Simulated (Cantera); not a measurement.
Input (Python, Cantera) and output of one run.

```python
import numpy as np
import cantera as ct

gas_names = """
    C CN CO CO2 C2 CCN CNC C2N2 C2O C3 C3O2 C4 C4N2 C5 Cu CuO Cu2 N NCO NO NO2 NO3 N2 N2O O O2 O3
""".split()
cond_names = """
    C(gr) Cu(cr) Cu(L) CuO(s) Cu2O(s) Cu2O(L)
""".split()


# ... load() reads the species with a 1 bar reference pressure and builds the phases ...
atoms = {
    'Cu': {'Cu': 1},
    'CO': {'C': 1, 'O': 1},
    'N2': {'N': 2},
}
top_T = {'C(gr)': 4500, 'CuO(s)': 1390}  # K; cautious upper limits of use, not melting points


# ... equilibrate(T, P, feed) seeds the gas with the atoms and calls Mixture.equilibrate('TP', solver="vcs", rtol=1e-11, max_steps=5000) ...
results = []
feed = {'Cu': 1, 'CO': 3.7, 'N2': 81}  # mol
P = 13332.2  # Pa
for T in [850, 1000, 1150, 1300, 1450, 1600, 1750, 1900]:
    mix = equilibrate(T, P, feed)
    results.append((T, P, feed, dict(zip(mix.species_names, mix.species_moles))))

top = {s: max(r[3][s] / sum(r[3][g] for g in gas_names) for r in results) for s in gas_names}
cols = sorted((s for s in top if top[s] > 1e-06), key=lambda s: -top[s])[:7]
seen = [c for c in cond_names if any(r[3].get(c, 0) > 1e-12 for r in results)]
print("log10 of partial pressures in bar; condensed amounts in mol")
print(f"{'T/K':>10s}" + "".join(f"{s[:9]:>10s}" for s in cols + seen))
for T, P, feed, n in results:
    ng = sum(n[g] for g in gas_names)
    print(f"{T:10.4g}" + "".join(f"{np.log10(max(n[s] / ng * P / 1e5, 1e-99)):10.3f}" for s in cols)
          + "".join(f"{n.get(c, 0):10.4g}" for c in seen))
```

Output:

```
log10 of partial pressures in bar; condensed amounts in mol
       T/K        N2        CO        Cu       CO2       Cu2     C(gr)    Cu(cr)     Cu(L)
       850    -0.893    -2.315   -13.886    -3.297   -20.955    0.3191         1         0
      1000    -0.894    -2.238   -10.807    -4.721   -16.570   0.01207         1         0
      1150    -0.894    -2.235    -8.539    -5.874   -13.348 0.0008493         1         0
      1300    -0.894    -2.235    -6.802    -6.756   -10.888 0.0001114    0.9999         0
      1450    -0.895    -2.235    -5.464    -7.449    -9.016 2.236e-05         0    0.9978
      1600    -0.895    -2.235    -4.401    -8.006    -7.546 3.393e-06         0    0.9747
      1750    -0.895    -2.236    -3.525    -8.099    -6.339         0         0    0.8093
      1900    -0.900    -2.240    -2.810    -7.991    -5.370         0         0         0
```

These are equilibrium values from Cantera (NASA tables, ideal gas, pure condensed phases), not measurements of a reactor.
